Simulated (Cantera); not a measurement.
**Halide evaporation, hydrolysis and transport: CsCl + HCl + N2 + HF**

A closed system holds: 1 mol CsCl, 1.1 mol HCl, 1.1 mol N2, 0.087 mol HF, at 0.133 bar.

These are equilibrium values from Cantera (NASA tables, ideal gas, pure condensed phases), not measurements of a reactor. Candidate condensed phases: Cs, CsCl, CsF, NH4Cl; 32 gas species. Equilibrium is a limit: real reactors are often held back by kinetics, nucleation or transport.

```json
[
 {"T (K)": "975", "log p N2": "-1.20", "log p HCl": "-1.20", "log p CsCl": "-3.37", "log p Cs2Cl2": "-3.66", "log p HF": "-2.30", "log p Cl": "-6.90", "n CsCl(l)": "0.985"},
 {"T (K)": "1075", "log p N2": "-1.21", "log p HCl": "-1.21", "log p CsCl": "-2.55", "log p Cs2Cl2": "-2.88", "log p HF": "-2.31", "log p Cl": "-6.08", "n CsCl(l)": "0.902"},
 {"T (K)": "1175", "log p N2": "-1.26", "log p HCl": "-1.26", "log p CsCl": "-1.88", "log p Cs2Cl2": "-2.26", "log p HF": "-2.36", "log p Cl": "-5.45", "n CsCl(l)": "0.514"},
 {"T (K)": "1275", "log p N2": "-1.33", "log p HCl": "-1.33", "log p CsCl": "-1.53", "log p Cs2Cl2": "-2.17", "log p HF": "-2.43", "log p Cl": "-4.95", "n CsCl(l)": "0"},
 {"T (K)": "1375", "log p N2": "-1.34", "log p HCl": "-1.34", "log p CsCl": "-1.45", "log p Cs2Cl2": "-2.52", "log p HF": "-2.44", "log p Cl": "-4.51", "n CsCl(l)": "0"},
 {"T (K)": "1475", "log p N2": "-1.35", "log p HCl": "-1.35", "log p CsCl": "-1.42", "log p Cs2Cl2": "-2.89", "log p HF": "-2.45", "log p Cl": "-4.13", "n CsCl(l)": "0"},
 {"T (K)": "1575", "log p N2": "-1.35", "log p HCl": "-1.35", "log p CsCl": "-1.40", "log p Cs2Cl2": "-3.25", "log p HF": "-2.45", "log p Cl": "-3.79", "n CsCl(l)": "0"},
 {"T (K)": "1675", "log p N2": "-1.35", "log p HCl": "-1.35", "log p CsCl": "-1.40", "log p Cs2Cl2": "-3.58", "log p HF": "-2.46", "log p Cl": "-3.50", "n CsCl(l)": "0"},
 {"T (K)": "1775", "log p N2": "-1.35", "log p HCl": "-1.36", "log p CsCl": "-1.40", "log p Cs2Cl2": "-3.87", "log p HF": "-2.46", "log p Cl": "-3.24", "n CsCl(l)": "0"},
 {"T (K)": "1875", "log p N2": "-1.35", "log p HCl": "-1.36", "log p CsCl": "-1.40", "log p Cs2Cl2": "-4.14", "log p HF": "-2.46", "log p Cl": "-3.01", "n CsCl(l)": "0"},
 {"T (K)": "1975", "log p N2": "-1.35", "log p HCl": "-1.37", "log p CsCl": "-1.40", "log p Cs2Cl2": "-4.38", "log p HF": "-2.46", "log p Cl": "-2.80", "n CsCl(l)": "0"},
 {"T (K)": "2075", "log p N2": "-1.35", "log p HCl": "-1.38", "log p CsCl": "-1.40", "log p Cs2Cl2": "-4.59", "log p HF": "-2.47", "log p Cl": "-2.62", "n CsCl(l)": "0"}
]
```
log p: log10 of the partial pressure in bar; n: condensed amount in mol.

From 975 K to 1175 K the condensed part is CsCl(l). From 1275 K to 2075 K nothing is condensed. The main Cs-bearing gas is Cs2Cl2 at 975 K and CsCl at 2075 K.
